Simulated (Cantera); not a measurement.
Input: 1 mol Si(CH₃)₄, 0.46 mol C₂H₂, 120 mol H₂, equilibrated at 1875 K and 10.0 Torr.

Equilibrium computed with Cantera from the NASA thermochemical tables; the gas is ideal and each condensed phase is pure. Candidate condensed phases: C, C₆H₆, C₇H₈, C₈H₁₈, Si, SiC; 87 gas species. Kinetics and transport are ignored.

Base state: H₂ 0.994, H 0.00566, C₂H₂ (acetylene) 0.000315, Si 2.27e-5 (mole fractions); condensed: C(graphite) + SiC(s).

Task: What changes in the equilibrium state with this change: temperature from 1875 K to 2673 K?

Result: 
```
species             before     after
----------------  --------  --------
H₂                   0.994     0.628
H                  0.00566     0.352
C₂H₂ (acetylene)  0.000315    0.0125
Si                 2.27e-5   0.00459
C₃                   <1e-9  0.000411
C                    <1e-9  0.000111
C₂                   <1e-9   4.07e-5
C(graphite), mol      3.84         0
SiC(s), mol          0.996         0
```
